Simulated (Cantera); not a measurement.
**Transport properties of process gases**

Gas mixture: 49.1 % H₂, 50.9 % C₂H₆, at 32000 Pa, frozen composition.

Cantera's kinetic-theory transport with the Lennard-Jones parameters of GRI-Mech 3.0, ideal gas; thermal conductivity in the multicomponent form. The composition is frozen, though it would react at the higher temperatures.

```tsv
T (K)	ρ (kg/m³)	cp (J/kg/K)	μ (µPa s)	λ (mW/m/K)	Pr	D (cm²/s) NH₃	D (cm²/s) H₂	D (cm²/s) CO₂
400	0.157	2918	13.0	84.7	0.450	1.35	2.98	0.994
550	0.114	3498	17.0	119	0.502	2.48	5.14	1.78
700	0.0895	3992	20.5	153	0.536	3.86	7.73	2.74
850	0.0737	4389	23.7	187	0.555	5.48	10.7	3.85
1000	0.0627	4742	26.6	222	0.570	7.32	14.0	5.10
1150	0.0545	5028	29.4	256	0.578	9.35	17.7	6.48
```
D: mixture-averaged diffusion coefficient of that species in the mixture.
